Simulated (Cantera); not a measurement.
A Cantera script and its output.

```python
import numpy as np
import cantera as ct

gas = ct.Solution("gri30.yaml")
gas.TPX = 1600, 870000, {'CH4': 1, 'O2': 4.35, 'N2': 16.3}
reactor = ct.IdealGasConstPressureReactor(gas, energy="on", clone=False)
net = ct.ReactorNet([reactor])
net.rtol, net.atol = 1e-08, 1e-16
show = ['CH4', 'O2', 'H2O2', 'NO', 'HCO', 'C2H6']
times = np.geomspace(2e-06, 0.3, 11)

steps = ct.SolutionArray(gas, extra=["t"])
rows = []
print(f"{'t/s':>10s}{'T/K':>9s}{'P/Pa':>11s}" + "".join(f"{s:>11s}" for s in show))
for t in times:
    while net.time < t:
        t_next = net.step()
        steps.append(gas.state, t=t_next)
    rows.append([np.interp(t, steps.t, y) for y in (steps.T, steps.P, *steps(*show).X.T)])
    print(f"{t:10.3e}{rows[-1][0]:9.1f}{rows[-1][1]:11.4g}" + "".join(f"{x:11.3e}" for x in rows[-1][2:]))
rate = np.gradient(steps.T, steps.t)
print("integrator steps:", len(steps.t))
if steps.T.max() > steps.T[0] + 200:
    print(f"time of steepest temperature rise: {steps.t[rate.argmax()]:.4e} s")
gas.TPX = 1600, 870000, {'CH4': 1, 'O2': 4.35, 'N2': 16.3}
gas.equilibrate("HP")
print(f"equilibrium (HP): T = {gas.T:.1f} K  " + "  ".join(f"{s} {gas[s].X[0]:.3e}" for s in show))
```

Result:

```
       t/s      T/K       P/Pa        CH4         O2       H2O2         NO        HCO       C2H6
 2.000e-06   1600.0    8.7e+05  4.618e-02  2.009e-01  3.192e-08  2.729e-14  1.112e-11  4.405e-09
 6.586e-06   1599.9    8.7e+05  4.616e-02  2.009e-01  1.145e-07  2.041e-13  2.086e-10  2.723e-07
 2.169e-05   1600.7    8.7e+05  4.580e-02  2.007e-01  3.843e-07  3.330e-12  1.103e-08  3.152e-05
 7.143e-05   2269.0    8.7e+05  2.229e-12  1.117e-01  7.995e-07  1.348e-05  5.106e-08  1.003e-21
 2.352e-04   2501.9    8.7e+05  6.111e-19  1.065e-01  5.996e-07  5.866e-04  4.319e-10  3.003e-35
 7.746e-04   2498.9    8.7e+05  5.875e-19  1.057e-01  5.938e-07  2.226e-03  4.207e-10  2.634e-35
 2.551e-03   2490.8    8.7e+05  5.396e-19  1.036e-01  5.786e-07  6.504e-03  3.927e-10  2.256e-35
 8.400e-03   2479.1    8.7e+05  4.742e-19  1.006e-01  5.569e-07  1.273e-02  3.547e-10  1.783e-35
 2.766e-02   2475.2    8.7e+05  4.543e-19  9.963e-02  5.499e-07  1.475e-02  3.431e-10  1.649e-35
 9.110e-02   2475.2    8.7e+05  4.541e-19  9.962e-02  5.498e-07  1.477e-02  3.430e-10  1.648e-35
 3.000e-01   2475.2    8.7e+05  4.541e-19  9.962e-02  5.498e-07  1.477e-02  3.430e-10  1.648e-35
integrator steps: 1706
time of steepest temperature rise: 6.8872e-05 s
equilibrium (HP): T = 2475.2 K  CH4 6.749e-19  O2 9.962e-02  H2O2 5.498e-07  NO 1.477e-02  HCO 3.430e-10  C2H6 2.915e-35
```

Model: GRI-Mech 3.0 (53 species, 325 reactions), integrated in Cantera.
